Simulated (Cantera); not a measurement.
A Cantera script and what it prints.

```python
import numpy as np
import cantera as ct

gas_names = """
    CL CLF CLF3 CL2 F F2 N NF NF2 NF3 N2 Si SiCL SiCL2 SiCL3 SiCL4 SiF SiF2 SiF3 SiF4 SiN Si2 Si2N Si3
""".split()
cond_names = """
    Si(cr) Si(L) Si3N4(a)
""".split()


# ... load() reads the species with a 1 bar reference pressure and builds the phases ...
atoms = {
    'Si3N4': {'Si': 3, 'N': 4},
    'Cl2': {'CL': 2},
    'NF3': {'N': 1, 'F': 3},
}
top_T = {'Si3N4(a)': 2400}  # K; cautious upper limits of use, not melting points


# ... equilibrate(T, P, feed) seeds the gas with the atoms and calls Mixture.equilibrate('TP', solver="vcs", rtol=1e-11, max_steps=5000) ...
results = []
feed = {'Si3N4': 1, 'Cl2': 7.5, 'NF3': 8}  # mol
P = 850  # Pa
for T in [1223, 1273, 1323, 1373, 1423, 1473, 1523, 1573, 1623, 1673, 1723, 1773, 1823]:
    mix = equilibrate(T, P, feed)
    results.append((T, P, feed, dict(zip(mix.species_names, mix.species_moles))))

top = {s: max(r[3][s] / sum(r[3][g] for g in gas_names) for r in results) for s in gas_names}
cols = sorted((s for s in top if top[s] > 1e-06), key=lambda s: -top[s])[:9]
seen = [c for c in cond_names if any(r[3].get(c, 0) > 1e-12 for r in results)]
print("log10 of partial pressures in bar; condensed amounts in mol")
print(f"{'T/K':>10s}" + "".join(f"{s[:9]:>10s}" for s in cols + seen))
for T, P, feed, n in results:
    ng = sum(n[g] for g in gas_names)
    print(f"{T:10.4g}" + "".join(f"{np.log10(max(n[s] / ng * P / 1e5, 1e-99)):10.3f}" for s in cols)
          + "".join(f"{n.get(c, 0):10.4g}" for c in seen))
```

Output:

```
log10 of partial pressures in bar; condensed amounts in mol
       T/K       CLF        CL         F        N2      SiF4       CL2        F2
      1223    -2.396    -3.813    -3.425    -2.658    -2.959    -3.180    -6.409
      1273    -2.427    -3.592    -3.244    -2.666    -2.967    -3.157    -6.324
      1323    -2.470    -3.387    -3.089    -2.677    -2.978    -3.137    -6.272
      1373    -2.527    -3.202    -2.959    -2.691    -2.992    -3.128    -6.252
      1423    -2.601    -3.037    -2.851    -2.709    -3.010    -3.134    -6.259
      1473    -2.696    -2.895    -2.765    -2.729    -3.030    -3.162    -6.294
      1523    -2.812    -2.775    -2.698    -2.751    -3.052    -3.216    -6.354
      1573    -2.950    -2.679    -2.648    -2.773    -3.074    -3.299    -6.436
      1623    -3.108    -2.607    -2.612    -2.793    -3.094    -3.412    -6.537
      1673    -3.282    -2.554    -2.589    -2.809    -3.111    -3.550    -6.651
      1723    -3.467    -2.518    -2.573    -2.822    -3.123    -3.707    -6.772
      1773    -3.657    -2.494    -2.564    -2.831    -3.132    -3.876    -6.897
      1823    -3.847    -2.479    -2.558    -2.837    -3.138    -4.050    -7.021
```

Cantera equilibrium calculation (NASA polynomials, part measured and part estimated; ideal gas, pure solids and liquids).
